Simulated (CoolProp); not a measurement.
Vapour-liquid equilibrium of n-pentane (1) + cyclohexane (2) at 316.8 K; x and y are mole fractions of (1).

Values from CoolProp's multi-fluid Helmholtz-energy mixture model, Thol 2019 and Zhou 2014; pair parameters Bell 2016.

**Question.** Give the bubble pressure and the first vapour's composition at x = 0.05, 0.35, 0.95. Is there an azeotrope?

**Answer.** x = 0.05: 0.03460 MPa, y = 0.215; x = 0.35: 0.06724 MPa, y = 0.712; x = 0.95: 0.1254 MPa, y = 0.986. No azeotrope shows between x = 0.05 and 0.95.

The pair parameters rest on a limited set of measurements; away from them the model extrapolates.
